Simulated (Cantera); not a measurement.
## Transport properties of process gases

Gas mixture: C2H2 : CH3OH : NH3 = 0.64 : 0.45 : 0.54 (molar parts), at 20.0 Torr, frozen composition.

Cantera's kinetic-theory transport with the Lennard-Jones parameters of GRI-Mech 3.0, ideal gas; thermal conductivity in the multicomponent form. Polar gases are described roughly by these parameters. The composition is frozen, though it would react at the higher temperatures.

```
T (K)  ρ (kg/m³)  cp (J/kg/K)  μ (µPa s)  λ (mW/m/K)     Pr  D (cm²/s) NH3  D (cm²/s) OH  D (cm²/s) H2O
-----  ---------  -----------  ---------  ----------  -----  -------------  ------------  -------------
400       0.0198         1891       13.6        36.1  0.712           10.6          17.5           11.7
550       0.0144         2193       18.3        56.0  0.716           19.7          30.9           22.0
700       0.0113         2446       22.6        76.9  0.719           31.1          47.0           35.1
850      0.00932         2651       26.6        97.9  0.721           44.5          65.6           50.6
1000     0.00792         2838       30.4         119  0.723           59.7          86.5           68.5
1150     0.00689         2994       33.9         140  0.724           76.6           109           88.4
1300     0.00610         3128       37.2         160  0.724           95.0           135            110
1450     0.00546         3242       40.3         180  0.724            115           162            134
1600     0.00495         3340       43.3         200  0.724            136           190            159
```
D: mixture-averaged diffusion coefficient of that species in the mixture.
